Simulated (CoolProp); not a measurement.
A simple Rankine cycle with chloromethane (R40): condensing at 297.15 K, boiler at 3.27 MPa, turbine inlet 378.6 K, turbine efficiency 0.65, pump efficiency 0.8, no recuperator. Each further row changes one setting.

The numbers come from the reference Helmholtz-energy equation of state, Thol 2014 in CoolProp.

```json
[
 {"case": "as stated", "thermal efficiency (%)": "10.9", "net work (kJ/kg)": "42.9", "heat in (kJ/kg)": "393", "turbine exit temperature (K)": "297.1", "volume ratio over the turbine": "5.54"},
 {"case": "turbine inlet 398.6 K", "thermal efficiency (%)": "11.2", "net work (kJ/kg)": "47.8", "heat in (kJ/kg)": "425", "turbine exit temperature (K)": "299.0", "volume ratio over the turbine": "5.17"},
 {"case": "condensing temperature 289.15 K", "thermal efficiency (%)": "12.0", "net work (kJ/kg)": "48.7", "heat in (kJ/kg)": "406", "turbine exit temperature (K)": "289.2", "volume ratio over the turbine": "6.94"},
 {"case": "boiler pressure 2.29 MPa", "thermal efficiency (%)": "9.4", "net work (kJ/kg)": "39.4", "heat in (kJ/kg)": "420", "turbine exit temperature (K)": "302.6", "volume ratio over the turbine": "3.66"},
 {"case": "turbine efficiency 0.55", "thermal efficiency (%)": "9.1", "net work (kJ/kg)": "35.8", "heat in (kJ/kg)": "393", "turbine exit temperature (K)": "297.1", "volume ratio over the turbine": "5.65"}
]
```

The expansion ends wet for: as stated; condensing temperature 289.15 K; turbine efficiency 0.55.
